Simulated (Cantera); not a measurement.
Charge: 1 mol SiH₄, 1.9 mol HCl, 790 mol H₂, held at 1548 K and 0.0133 bar.

Equilibrium computed with Cantera from the NASA thermochemical tables; the gas is ideal and each condensed phase is pure. Candidate condensed phases: Si; 19 gas species. Equilibrium is a limit: real reactors are often held back by kinetics, nucleation or transport.

Base state: H₂ 0.997, HCl 0.00236, H 0.000266, SiCl₂ 1.85e-5 (mole fractions); condensed: Si(s).

Problem. What changes in the equilibrium state with this change: H₂ from 790 to 13 mol?

Solution. 
```tsv
species	before	after
H₂	0.997	0.907
HCl	0.00236	0.0726
SiCl₂	1.85e-5	0.0193
SiCl₃	9.31e-9	0.000315
SiHCl₃	<1e-9	2.19e-5
SiCl₄	<1e-9	1.43e-5
SiCl	3.19e-7	1.03e-5
Si(s), mol	0.980	0.667
```
The tables' values for SiCl₃, SiCl are old estimates; treat these amounts as uncertain.
